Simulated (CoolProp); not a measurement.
A simple Rankine cycle with o-xylene: condensing at 329.15 K, boiler at 0.0251 MPa, turbine inlet 386.6 K, turbine efficiency 0.6, pump efficiency 0.6, no recuperator. Each further row changes one setting.

The numbers come from the reference Helmholtz-energy equation of state, Zhou 2012 in CoolProp.

```tsv
case	thermal efficiency (%)	net work (kJ/kg)	heat in (kJ/kg)	turbine exit temperature (K)	volume ratio over the turbine
as stated	6.2	29.4	475	366.4	5.30
turbine inlet 406.6 K	6.1	31.1	507	386.4	5.31
condensing temperature 321.15 K	7.3	35.7	490	362.1	7.70
boiler pressure 0.0176 MPa	5.0	23.6	476	370.6	3.75
turbine efficiency 0.5	5.2	24.5	475	369.6	5.35
```
